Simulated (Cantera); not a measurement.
Stirred combustor or abatement burner

A perfectly stirred reactor is fed with CH4 : H2 : O2 : N2 : H2O = 1 : 0.16 : 2.08 : 7.82 : 2.7 (molar parts), equivalence ratio 1.0, at 220000 Pa; it is adiabatic with a 625 K inlet, and is followed from long to short residence time, starting on the burning branch (τ in s: 0.44, 0.15, 0.053, 0.018, 0.0063, 0.0022, 0.00076, 0.00026, 9.1e-05).

Detailed kinetics in Cantera: GRI-Mech 3.0 (53 species, 325 reactions).

```json
[
 {"τ (s)": "0.44", "T (K)": "2115", "x CH4": "1.30e-6", "x H2": "0.00339", "x O2": "0.00267", "x C2H6": "1.84e-12", "x NO": "0.000506", "x HCO": "2.29e-9"},
 {"τ (s)": "0.15", "T (K)": "2112", "x CH4": "3.31e-6", "x H2": "0.00367", "x O2": "0.00301", "x C2H6": "1.25e-11", "x NO": "0.000309", "x HCO": "6.21e-9"},
 {"τ (s)": "0.053", "T (K)": "2103", "x CH4": "7.47e-6", "x H2": "0.00425", "x O2": "0.00359", "x C2H6": "6.67e-11", "x NO": "0.000195", "x HCO": "1.70e-8"},
 {"τ (s)": "0.018", "T (K)": "2087", "x CH4": "1.59e-5", "x H2": "0.00529", "x O2": "0.00457", "x C2H6": "3.14e-10", "x NO": "0.000138", "x HCO": "4.89e-8"},
 {"τ (s)": "0.0063", "T (K)": "2064", "x CH4": "3.20e-5", "x H2": "0.00681", "x O2": "0.00600", "x C2H6": "1.23e-9", "x NO": "0.000109", "x HCO": "1.37e-7"},
 {"τ (s)": "0.0022", "T (K)": "2030", "x CH4": "6.49e-5", "x H2": "0.00889", "x O2": "0.00802", "x C2H6": "4.52e-9", "x NO": "8.99e-5", "x HCO": "3.87e-7"},
 {"τ (s)": "0.00076", "T (K)": "1982", "x CH4": "0.000140", "x H2": "0.0115", "x O2": "0.0109", "x C2H6": "1.75e-8", "x NO": "7.06e-5", "x HCO": "1.10e-6"},
 {"τ (s)": "0.00026", "T (K)": "1918", "x CH4": "0.000341", "x H2": "0.0146", "x O2": "0.0151", "x C2H6": "8.65e-8", "x NO": "4.89e-5", "x HCO": "3.19e-6"},
 {"τ (s)": "9.1e-5", "T (K)": "1816", "x CH4": "0.00122", "x H2": "0.0175", "x O2": "0.0236", "x C2H6": "1.19e-6", "x NO": "2.26e-5", "x HCO": "9.28e-6"}
]
```
x: mole fraction; the columns are a selection and need not sum to one.
